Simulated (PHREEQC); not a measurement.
0.22 g of hydrous ferric oxide (600 m²/g; 0.2 weak and 0.005 strong sites per Fe, Dzombak-Morel constants, diffuse double layer) in 1 kg of water with 0.005 mol/kgw of an inert sodium salt and 6.4e-05 mol Na2HAsO4 and 0.0011 mol NaF, at 25 °C; the pH is set by adding NaOH or the inert anion's acid. Oxygen is held at 0.21 atm. No CO2 enters from the air. Nothing may precipitate in this run.

The series has 13 steps of pH, from 3 to 11.

All values are PHREEQC results (ion-association model, wateq4f.dat), not measurements.

Task: Near which pH is half of the As sorbed, and on which side is more sorbed?

Result: Near pH 9.6, with more sorbed at lower pH.

Task: At which pH does the surface charge pass through zero?

Result: Near pH 7.5.

The oxide is taken as insoluble; below pH 4 it would dissolve.
